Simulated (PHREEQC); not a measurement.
PHREEQC input (ion-association model, wateq4f.dat):

```
SOLUTION_MASTER_SPECIES
  An  An-  0  An  62.0  # stands for a non-complexing anion
SOLUTION_SPECIES
  An- = An-
    -log_k 0
    -gamma 3.0 0
  SO4-2 + 10H+ + 8e- = H2S + 4H2O  # shut off: sulfate is not reduced
    -log_k -100
    -delta_h 0
    -analytic -100
PHASES
  Fix_H+
    H+ = H+
    -log_k 0
SOLUTION 1
  temp 25
  units mmol/kgw
  pH 7 charge
  Cl 0.0158
  Mn(2) 0.0079
  S(6) 5.8
  Zn 5.8
  Na 100
  An 100
END
SELECTED_OUTPUT 1
  -reset false
  -pH true
  -pe true
  -ionic_strength true
  -water true
  -totals Cl Mn Na S Zn Mn(2) Mn(3) Mn(6) Mn(7) S(-2)
    S(6)
  -molalities Hfo_wOH Hfo_wOH2+ Hfo_wO- Hfo_sOH Hfo_sOH2+ Hfo_sO- Hfo_sOMn+ Hfo_wOMn+ Hfo_sOZn+ Hfo_wOZn+
    Hfo_wSO4- Hfo_wOHSO4-2
  -saturation_indices Pyrochroite Zn(OH)2-e Zn4(OH)6SO4 Zn5(OH)8Cl2 Halite Mirabilite Goslarite
USER_PUNCH 1
  -headings sigma psi
  10 PUNCH EDL("sigma", "Hfo"), EDL("psi", "Hfo")
PRINT
  -reset false
USE solution 1
SURFACE 1
  Hfo_wOH 0.00269663 600 1.2
  Hfo_sOH 6.74157e-05
EQUILIBRIUM_PHASES 1
  Fix_H+ -3 HAn 10
    -force_equality true
END
# ... the last block is repeated for the other 12 points of pH, with NaOH or the acid as the point needs
```

Selected output (columns that matter, 13 of 13 rows; pH added in front):

```
pH	mu	Cl	Mn	Na	S	Zn	si_Pyrochroite	si_Zn(OH)2-e	si_Zn4(OH)6SO4	si_Zn5(OH)8Cl2	si_Halite	si_Mirabilite	si_Goslarite	sigma
3	0.12005	1.58e-05	7.8998e-06	0.099998	0.0046815	0.0057998	-14.758	-8.2033	-24.137	-37.87	-7.6252	-4.0587	-3.6781	0.070293
3.5	0.11923	1.58e-05	7.8998e-06	0.099998	0.0046816	0.0057992	-13.758	-7.2036	-21.128	-33.871	-7.6248	-4.0478	-3.6679	0.069538
4	0.11896	1.58e-05	7.8995e-06	0.099998	0.0046885	0.0057936	-12.758	-6.2042	-18.126	-29.873	-7.6246	-4.0437	-3.6644	0.068972
4.5	0.1188	1.58e-05	7.8979e-06	0.099998	0.0047104	0.005765	-11.758	-5.2065	-15.132	-25.885	-7.6245	-4.0402	-3.6634	0.067847
5	0.11867	1.58e-05	7.8957e-06	0.099998	0.0047683	0.0057231	-10.759	-4.2102	-12.141	-21.903	-7.6245	-4.034	-3.6609	0.065236
5.5	0.11833	1.58e-05	7.8897e-06	0.099999	0.0048892	0.0055931	-9.7597	-3.2212	-9.1721	-17.958	-7.6243	-4.0213	-3.6593	0.060786
6	0.11682	1.58e-05	7.8598e-06	0.099999	0.0050487	0.0050164	-8.7616	-2.2695	-6.3442	-14.198	-7.6232	-3.9997	-3.6866	0.058571
6.5	0.11615	1.58e-05	7.8109e-06	0.10121	0.0051386	0.0042898	-7.7649	-1.339	-3.6074	-10.544	-7.6174	-3.9743	-3.7413	0.065435
7	0.11596	1.5799e-05	7.7829e-06	0.10184	0.0051686	0.0039632	-6.7668	-0.3754	-0.7475	-6.7262	-7.6145	-3.9632	-3.7721	0.078655
7.5	0.11589	1.5799e-05	7.7691e-06	0.10214	0.0052143	0.0038356	-5.7681	0.6037	2.1746	-2.831	-7.6135	-3.9553	-3.7874	0.094284
8	0.11587	1.5799e-05	7.7549e-06	0.10266	0.005302	0.0037854	-4.7701	1.568	5.0418	0.9893	-7.612	-3.9411	-3.8133	0.11012
8.5	0.11554	1.5799e-05	7.6971e-06	0.10474	0.005436	0.0038063	-3.776	2.4117	7.4368	4.2057	-7.6043	-3.9035	-3.9493	0.11892
9	0.11509	1.5799e-05	7.2932e-06	0.10873	0.0056203	0.003954	-2.8053	2.8731	8.3129	5.515	-7.5871	-3.8413	-4.4577	0.10328
```

Along this series the solution becomes supersaturated in solids that the run did not let form, among them Zn(OH)2-e, Zn4(OH)6SO4, Zn5(OH)8Cl2. The oxide is taken as insoluble; below pH 4 it would dissolve.
